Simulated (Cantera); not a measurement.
Gas-phase reforming

A perfectly stirred reactor is fed with CH4 : CO2 = 1 : 1.5 (molar parts), at 0.987 atm; it is held at 1950 K, and followed from long to short residence time.

Computed with Cantera and GRI-Mech 3.0 (53 species, 325 reactions).

| τ (s) | x CH4 | x CO2 | x HO2 | x O2 | x O |
|---|---|---|---|---|---|
| 1.6 | 0.00254 | 0.0302 | 2.34e-12 | 2.25e-9 | 2.07e-8 |
| 0.78 | 0.00392 | 0.0325 | 2.67e-12 | 2.48e-9 | 2.11e-8 |
| 0.39 | 0.00574 | 0.0364 | 3.26e-12 | 2.84e-9 | 2.16e-8 |
| 0.19 | 0.00822 | 0.0429 | 4.36e-12 | 3.45e-9 | 2.21e-8 |
| 0.095 | 0.0113 | 0.0526 | 6.20e-12 | 4.32e-9 | 2.26e-8 |
| 0.047 | 0.0154 | 0.0670 | 9.23e-12 | 5.52e-9 | 2.27e-8 |
| 0.023 | 0.0208 | 0.0879 | 1.39e-11 | 6.98e-9 | 2.25e-8 |
| 0.012 | 0.0278 | 0.115 | 1.95e-11 | 8.21e-9 | 2.16e-8 |
| 0.0058 | 0.0398 | 0.158 | 2.58e-11 | 8.74e-9 | 1.97e-8 |
| 0.0029 | 0.0586 | 0.215 | 2.95e-11 | 7.67e-9 | 1.70e-8 |
| 0.0014 | 0.0906 | 0.293 | 2.91e-11 | 5.23e-9 | 1.36e-8 |
x: mole fraction; the columns are a selection and need not sum to one.
